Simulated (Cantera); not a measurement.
Charge: 1 mol Si2H6, 0.086 mol Cl2, 24 mol H2, equilibrated at 1023.15 K and 0.220 bar.

Method: chemical equilibrium by Gibbs-energy minimisation in Cantera with the NASA 1993 tables (ideal gas, pure condensed phases). Candidate condensed phases: Si; 19 gas species. The feed counts by its element totals alone. The tables' values for SiCl3 are old estimates; treat these amounts as uncertain. Equilibrium is a limit: real reactors are often held back by kinetics, nucleation or transport.

Q: What is the equilibrium state?

A: 
```json
{
  "x(H2)": "0.995",
  "x(HCl)": "0.00437",
  "x(SiHCl3)": "0.000339",
  "x(SiCl4)": "0.000175",
  "x(SiH2Cl2)": "7.24e-5",
  "x(SiCl2)": "3.41e-5",
  "x(SiCl3)": "1.68e-5",
  "x(SiH3Cl)": "3.98e-6",
  "n(Si(s))": "1.98 mol",
  "gas_amount": "27.07 mol"
}
```
